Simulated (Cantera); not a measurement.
## CO + CO2 + N2 + NH3 (carbon deposition, reforming and gasification)

Charge: 1 mol CO, 0.22 mol CO2, 2.1 mol N2, 0.51 mol NH3, at 1623 K and 3.20 mbar.

Cantera equilibrium calculation (NASA polynomials, part measured and part estimated; ideal gas, pure solids and liquids). Candidate condensed phases: C, C6H6, C7H8, C8H18, H2O; 136 gas species. The numbers say what is thermodynamically allowed, not how fast it happens.

```json
{
  "x(N2)": "0.542",
  "x(CO)": "0.262",
  "x(H2)": "0.144",
  "x(H2O)": "0.0319",
  "x(CO2)": "0.0187",
  "x(H)": "0.000464",
  "x(OH)": "4.30e-6",
  "gas_amount": "4.341 mol",
  "log10 activity of C(graphite) (absent)": "-5.54"
}
```
